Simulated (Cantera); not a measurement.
Feed: 1 mol (CH₃)₂SiCl₂, 8.9 mol H₂, held at 0.00133 bar.

These are equilibrium values from Cantera (NASA tables, ideal gas, pure condensed phases), not measurements of a reactor. Candidate condensed phases: C, C₆H₆, C₇H₈, C₈H₁₈, Si, SiC; 109 gas species. The feed counts by its element totals alone. Gases not in the tables: Si₂H₆ and higher silanes. Equilibrium is a limit: real reactors are often held back by kinetics, nucleation or transport.

Task: Which condensed phases are stable at each of these points (T (°C)): 927, 1077, 1227, 1377, 1527, 1677, 1827, 1977?

Result: 
```csv
T (°C),condensed phases,Si condensed (%)
927,C(graphite) + SiC(s),99.8
1077,C(graphite) + SiC(s),99.6
1227,C(graphite) + SiC(s),99.1
1377,C(graphite) + SiC(s),98.4
1527,C(graphite) + SiC(s),97.3
1677,C(graphite) + SiC(s),94.8
1827,C(graphite) + SiC(s),81.6
1977,C(graphite),0.0
```

From 927 °C to 1827 °C the condensed part is C(graphite) + SiC(s). At 1977 °C the condensed part is C(graphite).
